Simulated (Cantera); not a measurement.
An isothermal, constant-pressure homogeneous reactor starts with H₂ : O₂ = 0.053 : 1 (molar parts), equivalence ratio 0.026, at 1425 K and 2670 Pa.

Cantera simulation using GRI-Mech 3.0 (53 species, 325 reactions); the numbers are that mechanism's predictions, not measurements. Radical loss at walls, strong at low pressure, is not modelled. The temperature is held fixed by assumption; the heat of reaction is taken as removed at once.

One state of this run: x H₂ = 0.000513; x O₂ = 0.924; x HO₂ = 2.94e-6; x O = 0.0212; x H₂O = 0.0467. x: mole fraction; the columns are a selection and need not sum to one.

Question: Which value of t (s) does it belong to?
(A) 0.0582
(B) 0.0141
(C) 0.000100
(D) 0.240

Answer: B, 0.0141
